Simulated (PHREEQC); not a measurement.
Solution (65 °C): 0.021 mol/kgw HF and 0.00012 mol/kgw CaCl2. Closed to the air; pH follows from the charge balance.

The numbers come from PHREEQC with the ion-association model, wateq4f.dat.

| quantity | before | after |
|---|---|---|
| pH | 2.61 | 3.00 |
| ionic strength (mol/kgw) | 0.00295 | 0.00139 |

Q: Which change was made?
A. 0.024 mol/kgw NaOH added
B. CaCl2 replaced by FeCl3 at the same molality
C. HF from 0.021 to 0.0042 mol/kgw
D. 0.0022 mol/kgw H2SeO4 added
E. HF left out

A: C, HF from 0.021 to 0.0042 mol/kgw

This is a speciation only: nothing precipitates in the calculation. Some of these states are supersaturated (in Fluorite, for instance). At this temperature some constants are extrapolated from 25 °C, and those without enthalpy data are left unchanged.
